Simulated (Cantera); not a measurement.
Mixture: 14.3 % CH4, 8.01 % H2, 16.3 % O2, 61.4 % N2, equivalence ratio 2.0, at 0.444 atm, adiabatic and at constant volume. Ignition delay is the time to a rise of 400 K.

Computed with Cantera and GRI-Mech 3.0 (53 species, 325 reactions).

Problem. Predict: delay at 1073 K; delay at 1123 K; delay at 1173 K; delay at 1223 K; delay at 1273 K; delay at 1323 K; apparent activation energy between 1223 and 1323 K.

Solution. 
* **delay at 1073 K**: 19.6 ms
* **delay at 1123 K**: 11.6 ms
* **delay at 1173 K**: 7.01 ms
* **delay at 1223 K**: 4.36 ms
* **delay at 1273 K**: 2.78 ms
* **delay at 1323 K**: 1.83 ms
* **apparent activation energy between 1223 and 1323 K**: 120 kJ/mol
